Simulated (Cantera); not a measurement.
# Gas-phase reforming

An isothermal, constant-pressure homogeneous reactor starts with CH4 : CO2 = 0.16 : 1.4 (molar parts), at 1423 K and 0.385 atm.

Detailed kinetics in Cantera: GRI-Mech 3.0 (53 species, 325 reactions).

| t (s) | x CH4 | x CO2 | x HO2 | x H | x H2 | x C2H | x HCO |
|---|---|---|---|---|---|---|---|
| 8.00e-6 | 0.103 | 0.897 | <1e-12 | 6.33e-9 | 2.56e-8 | <1e-12 | <1e-12 |
| 3.76e-5 | 0.103 | 0.897 | <1e-12 | 6.36e-9 | 1.42e-7 | <1e-12 | <1e-12 |
| 0.000177 | 0.103 | 0.897 | <1e-12 | 6.36e-9 | 6.91e-7 | <1e-12 | <1e-12 |
| 0.000832 | 0.103 | 0.897 | <1e-12 | 6.52e-9 | 3.30e-6 | <1e-12 | <1e-12 |
| 0.00391 | 0.103 | 0.897 | <1e-12 | 8.14e-9 | 1.71e-5 | <1e-12 | <1e-12 |
| 0.0184 | 0.102 | 0.897 | <1e-12 | 1.39e-8 | 0.000107 | <1e-12 | 1.45e-11 |
| 0.0865 | 0.101 | 0.897 | <1e-12 | 5.54e-8 | 0.000938 | 6.78e-12 | 1.24e-10 |
| 0.407 | 0.0949 | 0.890 | <1e-12 | 2.38e-7 | 0.00638 | 1.49e-10 | 1.63e-10 |
| 1.91 | 0.0733 | 0.846 | <1e-12 | 3.98e-7 | 0.0115 | 6.73e-10 | 1.80e-10 |
| 9.00 | 0.0251 | 0.722 | <1e-12 | 5.61e-7 | 0.0103 | 2.01e-9 | 3.35e-10 |
x: mole fraction; the columns are a selection and need not sum to one.

Equilibrium at this temperature and pressure: CH4 1.67e-10, CO2 0.524, HO2 <1e-12, H 2.00e-6, H2 0.0348, C2H <1e-12, HCO 5.31e-10 (gas phase only).
